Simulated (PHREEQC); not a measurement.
Solution (20 °C): 0.016 mol HF, 0.001 mol NaF and 0.00013 mol H3PO4 per kg of water. Closed to the air; pH follows from the charge balance.

The numbers come from PHREEQC with the ion-association model, phreeqc.dat.

```yaml
pH: 2.56
ionic_strength: 0.00394 mol/kgw
total_alkalinity: -16.1 meq/kg
```

```
species  molality  activity   log γ
-------  --------  --------  ------
HF         0.0130    0.0130   0.000
F-        0.00367   0.00343  -0.030
H+        0.00294   0.00276  -0.027
Na+      0.000998  0.000934  -0.029
HF2-     0.000175  0.000164  -0.029
H2PO4-    9.57e-5   8.96e-5  -0.029
```

No solid was allowed to form. Species that the database lacks are ignored.
